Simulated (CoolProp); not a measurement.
n-nonane along the isotherm 600 K: Z from the reference equation and from simpler models built on Tc = 594.5 K, pc = 2.282 MPa, ω = 0.443; each cubic takes its own stable root.

Model: reference Helmholtz-energy equation of state, Lemmon 2006, in CoolProp. It is a short technical equation, of lower accuracy than the large ones.

| p (MPa) | phase | reference |
|---|---|---|
| 0.38 | gas | 0.9412 |
| 0.761 | gas | 0.8761 |
| 1.14 | gas | 0.8029 |
| 1.52 | gas | 0.7170 |
| 1.9 | gas | 0.6094 |
| 2.28 | gas | 0.4469 |
| 2.66 | supercritical | 0.2103 |
| 3.04 | supercritical | 0.2165 |
| 3.42 | supercritical | 0.2319 |

Q: How far does each simpler model (van der Waals, Redlich-Kwong, Soave-Redlich-Kwong, Peng-Robinson) lie from the reference over these 9 states: mean and median of the absolute difference, and the worst?

A: 
- van der Waals: mean 20.8 %, median 9.1 %, worst +51.9 % at 600 K and 3.04 MPa
- Redlich-Kwong: mean 11.2 %, median 4.0 %, worst +29.9 % at 600 K and 2.66 MPa
- Soave-Redlich-Kwong: mean 12.9 %, median 4.9 %, worst +34.7 % at 600 K and 2.66 MPa
- Peng-Robinson: mean 7.5 %, median 0.9 %, worst +23.2 % at 600 K and 2.66 MPa
